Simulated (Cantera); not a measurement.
A perfectly stirred reactor is fed with 23.8 % C3H8, 76.2 % H2, at 100.0 Torr; it is held at 1700 K, and followed from long to short residence time.

Detailed kinetics in Cantera: GRI-Mech 3.0 (53 species, 325 reactions). GRI-Mech 3.0 was tuned for natural gas; its chemistry of propane as a main component is partial and can be far from experiment. GRI-Mech 3.0 stops at C3 and has no aromatics, soot or wall deposition, so with more carbon than oxygen in the feed, carbon stays in small species such as C2H2 where larger ones or solid carbon would form.

x: mole fraction; the columns are a selection and need not sum to one.

```json
[
 {"τ (s)": "21", "x C3H8": "3.47e-7", "x H2": "0.784", "x CH3": "(withheld)", "x C2H2": "0.205", "x CH4": "0.00969"},
 {"τ (s)": "6.5", "x C3H8": "1.11e-6", "x H2": "0.780", "x CH3": "(withheld)", "x C2H2": "0.203", "x CH4": "0.0149"},
 {"τ (s)": "2.0", "x C3H8": "3.54e-6", "x H2": "0.774", "x CH3": "(withheld)", "x C2H2": "0.200", "x CH4": "0.0235"},
 {"τ (s)": "0.62", "x C3H8": "1.09e-5", "x H2": "0.765", "x CH3": "(withheld)", "x C2H2": "0.197", "x CH4": "0.0358"},
 {"τ (s)": "0.19", "x C3H8": "3.33e-5", "x H2": "0.754", "x CH3": "(withheld)", "x C2H2": "0.191", "x CH4": "0.0518"},
 {"τ (s)": "0.060", "x C3H8": "9.63e-5", "x H2": "0.740", "x CH3": "(withheld)", "x C2H2": "0.185", "x CH4": "0.0705"},
 {"τ (s)": "0.019", "x C3H8": "0.000273", "x H2": "0.723", "x CH3": "(withheld)", "x C2H2": "0.175", "x CH4": "0.0917"},
 {"τ (s)": "0.0058", "x C3H8": "0.000788", "x H2": "0.704", "x CH3": "(withheld)", "x C2H2": "0.161", "x CH4": "0.115"},
 {"τ (s)": "0.0018", "x C3H8": "0.00224", "x H2": "0.684", "x CH3": "(withheld)", "x C2H2": "0.139", "x CH4": "0.136"},
 {"τ (s)": "0.00055", "x C3H8": "0.00644", "x H2": "0.664", "x CH3": "(withheld)", "x C2H2": "0.105", "x CH4": "0.151"}
]
```

Q: Complete the blanks.

A: 
- 21, x CH3: 9.20e-5
- 6.5, x CH3: 0.000146
- 2.0, x CH3: 0.000246
- 0.62, x CH3: 0.000421
- 0.19, x CH3: 0.000720
- 0.060, x CH3: 0.00120
- 0.019, x CH3: 0.00198
- 0.0058, x CH3: 0.00324
- 0.0018, x CH3: 0.00517
- 0.00055, x CH3: 0.00829
